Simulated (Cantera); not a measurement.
An isothermal, constant-pressure homogeneous reactor starts with H₂ : O₂ : H₂O = 0.021 : 1 : 0.084 (molar parts), at 1325 K and 280 Pa.

Computed with Cantera and GRI-Mech 3.0 (53 species, 325 reactions). Radical loss at walls, strong at low pressure, is not modelled.

x: mole fraction; the columns are a selection and need not sum to one.

| t (s) | x H₂ | x O₂ | x H₂O₂ | x OH | x H |
|---|---|---|---|---|---|
| 1.00e-5 | 0.0190 | 0.905 | <1e-12 | 2.39e-11 | 2.71e-10 |
| 3.16e-5 | 0.0190 | 0.905 | <1e-12 | 1.41e-10 | 7.94e-10 |
| 0.000100 | 0.0190 | 0.905 | <1e-12 | 9.62e-10 | 2.02e-9 |
| 0.000316 | 0.0190 | 0.905 | 1.93e-12 | 5.93e-9 | 4.15e-9 |
| 0.00100 | 0.0190 | 0.905 | 1.88e-11 | 3.36e-8 | 1.06e-8 |
| 0.00316 | 0.0190 | 0.905 | 1.73e-10 | ___ | ___ |
| 0.0100 | 0.0182 | 0.904 | 1.60e-9 | 0.000405 | 9.65e-5 |
| 0.0316 | 0.000644 | 0.889 | 2.25e-8 | 0.00425 | 0.00205 |
| 0.100 | 0.000608 | 0.890 | 2.22e-8 | 0.00413 | 0.00188 |
| 0.316 | 0.000511 | 0.892 | 2.10e-8 | 0.00379 | 0.00144 |
| 1.00 | 0.000315 | 0.896 | 1.79e-8 | 0.00298 | 0.000688 |
| 3.16 | ___ | 0.901 | ___ | ___ | ___ |
| 10.0 | 2.07e-5 | 0.903 | 4.95e-9 | 0.000768 | 1.14e-5 |

### Question
Some entries are withheld; supply them.

### Answer

- 0.00316, x OH: 4.54e-7
- 0.00316, x H: 1.07e-7
- 3.16, x H₂: 0.000107
- 3.16, x H₂O₂: 1.14e-8
- 3.16, x OH: 0.00175
- 3.16, x H: 0.000135
